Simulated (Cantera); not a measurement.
A closed system holds: 1 mol B, 0.85 mol HCl, 0.28 mol N₂, held at 1625 K and 0.100 bar.

Equilibrium computed with Cantera from the NASA thermochemical tables; the gas is ideal and each condensed phase is pure. Candidate condensed phases: B, BN, NH₄Cl; 21 gas species. Mutual solubility and eutectic melting of coexisting phases are not modelled. The tables' values for BCl₂, BCl, BH₂ are old estimates; treat these amounts as uncertain. Gases not in the tables: BHCl₂. Equilibrium is a limit: real reactors are often held back by kinetics, nucleation or transport.

Base state: HCl 0.434, H₂ 0.337, BCl₃ 0.220, BCl₂ 0.00587, BCl 0.00227, Cl 0.000131, H 0.000130, BH₂ 1.10e-5 (mole fractions); condensed: B(s) + BN(s).

What changes in the equilibrium state with this change: temperature from 1625 K to 1150 K?


```
species       before    after
----------  --------  -------
H₂             0.337    0.493
BCl₃           0.220    0.329
HCl            0.434    0.178
BCl          0.00227  6.58e-7
Cl          0.000131  5.28e-8
B(s), mol      0.265    0.200
BN(s), mol     0.560    0.560
```
N₂ is the only nitrogen source here; it is nearly inert below about 1500 K, so the nitride shown seldom forms there in practice. The tables' values for BCl₂ are old estimates; treat these amounts as uncertain.

What changes in the equilibrium state with this change: B replaced by Fe₃O₄?


```
species          before    after
-------------  --------  -------
HCl               0.434    0.440
N₂              1.18e-6    0.242
H₂O                   0    0.147
H₂                0.337  3.07e-5
BCl₃              0.220        0
FeCl₂                 0    0.135
O₂                    0   0.0179
Cl             0.000131   0.0140
BCl₂            0.00587        0
FeCl₃                 0  0.00253
BCl             0.00227        0
B(s), mol         0.265        0
BN(s), mol        0.560        0
Fe₃O₄(s), mol         0    0.947
```
Further candidate phases: Fe, FeCl₂, FeCl₃, FeO, Fe(OH)₂, Fe(OH)₃, Fe₂O₃, Fe₃O₄, H₂O.
